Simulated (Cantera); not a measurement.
What does this Cantera script print?

```python
import numpy as np
import cantera as ct

gas = ct.Solution("gri30.yaml")
gas.TP = 300, 101325
flame = ct.CounterflowDiffusionFlame(gas, width=0.02)
flame.fuel_inlet.X, flame.fuel_inlet.T = {'CH4': 1, 'N2': 1.6}, 323
flame.oxidizer_inlet.X, flame.oxidizer_inlet.T = {'O2': 0.22, 'N2': 0.78}, 425
flame.set_refine_criteria(ratio=3, slope=0.12, curve=0.24, prune=0.03)
show = ['OH', 'H', 'NO', 'CO', 'C2H2']

rows = []
print(f"{'mdot':>8s}{'a_max':>10s}{'a_mean':>10s}{'Tmax/K':>9s}" + "".join(f"{s:>11s}" for s in show) + "   (peak mole fractions)")
for i, mdot in enumerate([0.25, 0.36, 0.51, 0.73, 1, 1.5, 2.1]):  # kg/m2/s on the oxidiser side
    flame.oxidizer_inlet.mdot, flame.fuel_inlet.mdot = mdot, 0.94 * mdot
    flame.solve(loglevel=0, auto=(i == 0))
    if flame.T.max() < max(323, 425) + 100:
        print(f"{mdot:8.3g}  no burning solution found from the previous one")
        break
    dT = np.abs(np.gradient(flame.T, flame.grid))
    rows.append([flame.strain_rate("max"), flame.strain_rate("mean"), flame.T.max(),
                 *(flame.X[gas.species_index(s)].max() for s in show), max(dT[0], dT[-1]) / dT.max()])
    print(f"{mdot:8.3g}{rows[-1][0]:10.1f}{rows[-1][1]:10.1f}{rows[-1][2]:9.1f}" + "".join(f"{x:11.3e}" for x in rows[-1][3:-1]))
```

Output:

```
    mdot     a_max    a_mean   Tmax/K         OH          H         NO         CO       C2H2   (peak mole fractions)
    0.25     137.8      28.4   1964.8  5.253e-03  2.474e-03  1.724e-04  3.537e-02  4.727e-03
    0.36     191.2      40.9   1948.1  5.256e-03  2.608e-03  1.524e-04  3.548e-02  4.395e-03
    0.51     262.8      57.9   1931.1  5.216e-03  2.724e-03  1.312e-04  3.567e-02  4.074e-03
    0.73     365.9      82.9   1911.3  5.118e-03  2.818e-03  1.074e-04  3.596e-02  3.700e-03
       1     490.5     113.6   1890.7  4.969e-03  2.863e-03  8.538e-05  3.629e-02  3.303e-03
     1.5     716.5     170.4   1856.2  4.622e-03  2.819e-03  5.613e-05  3.683e-02  2.651e-03
     2.1     979.6     238.5   1813.1  4.101e-03  2.602e-03  3.200e-05  3.736e-02  1.919e-03
```

Cantera simulation using GRI-Mech 3.0 (53 species, 325 reactions); the numbers are that mechanism's predictions, not measurements. GRI-Mech 3.0 has no aromatics or soot, which form on the fuel side of real flames. The maximum strain rate includes the flame's own expansion and is several times the mean.
